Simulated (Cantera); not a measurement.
Cantera run:

```python
import numpy as np
import cantera as ct

gas_names = """
    C CO CO2 C2 C2O C3 C3O2 C4 C5 Fe FeC5O5 FeO O O2 O3
""".split()
cond_names = """
    C(gr) Fe(a) Fe(c) Fe(d) Fe(L) FeC5O5(L) FeO(s) FeO(L) Fe2O3(s) Fe3O4(s)
""".split()


# ... load() reads the species with a 1 bar reference pressure and builds the phases ...
atoms = {
    'Fe2O3': {'Fe': 2, 'O': 3},
    'CO': {'C': 1, 'O': 1},
}
top_T = {'C(gr)': 4500, 'Fe2O3(s)': 1830, 'Fe3O4(s)': 1870}  # K; cautious upper limits of use, not melting points


# ... equilibrate(T, P, feed) seeds the gas with the atoms and calls Mixture.equilibrate('TP', solver="vcs", rtol=1e-11, max_steps=5000) ...
results = []
feed = {'Fe2O3': 1, 'CO': 2.4}  # mol
T = 2173  # K
P = 133.322  # Pa
mix = equilibrate(T, P, feed)
results.append((T, P, feed, dict(zip(mix.species_names, mix.species_moles))))
print(gas.report(threshold=1e-05))
for i in range(1, mix.n_phases):
    print(f"{mix.phase(i).name:16s} {mix.phase_moles(i):12.5e} mol")
```

Output:

```
       temperature   2173 K
          pressure   133.32 Pa
           density   0.00029182 kg/m^3
  mean mol. weight   39.547 kg/kmol
   phase of matter   gas

                          1 kg             1 kmol
                     ---------------   ---------------
          enthalpy       -1.6864e+06       -6.6694e+07  J
   internal energy       -2.1433e+06       -8.4761e+07  J
           entropy            8727.1        3.4513e+05  J/K
    Gibbs function        -2.065e+07       -8.1666e+08  J
 heat capacity c_p            1137.3             44978  J/K
 heat capacity c_v             927.1             36664  J/K

                      mass frac. Y      mole frac. X     chem. pot. / RT
                     ---------------   ---------------   ---------------
                CO           0.27436           0.38737           -41.675
               CO2           0.46853           0.42102           -61.423
                Fe           0.19432           0.13761           -10.573
               FeO          0.041185          0.022671            -30.32
                 O         0.0037428         0.0092515           -19.748
                O2          0.017866          0.022081           -39.496
     [   +9 minor]        1.7228e-11        1.4198e-11

C(gr)             0.00000e+00 mol
Fe(L)             0.00000e+00 mol
FeC5O5(L)         0.00000e+00 mol
FeO(L)            1.52416e+00 mol
```

Method: chemical equilibrium by Gibbs-energy minimisation in Cantera with the NASA 1993 tables (ideal gas, pure condensed phases). The tables' stoichiometric FeO is somewhat more stable than real wüstite, so its field is too wide. FeO: taken at fixed stoichiometry.
